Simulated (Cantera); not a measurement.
Cantera run:

```python
import numpy as np
import cantera as ct

gas_names = """
    Cr CrO CrO2 CrO3 H HO2 H2 H2O H2O2 O OH O2 O3
""".split()
cond_names = """
    Cr(cr) Cr(L) Cr2O3(s) Cr2O3(L) H2O(s) H2O(L)
""".split()


# ... load() reads the species with a 1 bar reference pressure and builds the phases ...
atoms = {
    'Cr2O3': {'Cr': 2, 'O': 3},
    'H2': {'H': 2},
}
top_T = {}  # K; cautious upper limits of use, not melting points


# ... equilibrate(T, P, feed) seeds the gas with the atoms and calls Mixture.equilibrate('TP', solver="vcs", rtol=1e-11, max_steps=5000) ...
results = []
T = 1050  # K
P = 66000  # Pa
for m in [13, 22, 38, 63, 100, 180, 290, 490, 820, 1400]:
    feed = {'Cr2O3': 1, 'H2': m}  # mol
    mix = equilibrate(T, P, feed)
    results.append((T, P, feed, dict(zip(mix.species_names, mix.species_moles))))

top = {s: max(r[3][s] / sum(r[3][g] for g in gas_names) for r in results) for s in gas_names}
cols = sorted((s for s in top if top[s] > 0.0001), key=lambda s: -top[s])[:9]
seen = [c for c in cond_names if any(r[3].get(c, 0) > 1e-12 for r in results)]
print("log10 of partial pressures in bar; condensed amounts in mol")
print(f"{'n(H2)':>10s}" + "".join(f"{s[:9]:>10s}" for s in cols + seen))
for T, P, feed, n in results:
    ng = sum(n[g] for g in gas_names)
    print(f"{feed['H2']:10.4g}" + "".join(f"{np.log10(max(n[s] / ng * P / 1e5, 1e-99)):10.3f}" for s in cols)
          + "".join(f"{n.get(c, 0):10.4g}" for c in seen))
```

Output:

```
log10 of partial pressures in bar; condensed amounts in mol
     n(H2)        H2    Cr(cr)  Cr2O3(s)
        13    -0.180 0.0001474    0.9999
        22    -0.180 0.0002494    0.9999
        38    -0.180 0.0004308    0.9998
        63    -0.180 0.0007143    0.9996
       100    -0.180  0.001134    0.9994
       180    -0.180  0.002041     0.999
       290    -0.180  0.003288    0.9984
       490    -0.180  0.005556    0.9972
       820    -0.180  0.009297    0.9954
      1400    -0.180   0.01587    0.9921
```

These are equilibrium values from Cantera (NASA tables, ideal gas, pure condensed phases), not measurements of a reactor. Mutual solubility and eutectic melting of coexisting phases are not modelled.
